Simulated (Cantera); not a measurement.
A closed system holds: 1 mol PbO, 14 mol CO, 0.29 mol N₂, equilibrated at 1450 K and 420 Torr.

Method: chemical equilibrium by Gibbs-energy minimisation in Cantera with the NASA 1993 tables (ideal gas, pure condensed phases). Candidate condensed phases: C, Pb, PbO, PbO₂, Pb₃O₄; 27 gas species. The numbers say what is thermodynamically allowed, not how fast it happens.

Base state: CO 0.886, CO₂ 0.0681, Pb 0.0266, N₂ 0.0198 (mole fractions); condensed: Pb(l).

### Question
What changes in the equilibrium state with this change: pressure from 420 Torr to 0.900 Torr?

### Answer
```
species     before   after
----------  ------  ------
CO           0.886   0.850
CO₂         0.0681  0.0654
Pb          0.0266  0.0654
N₂          0.0198  0.0190
Pb(l), mol   0.609       0
```
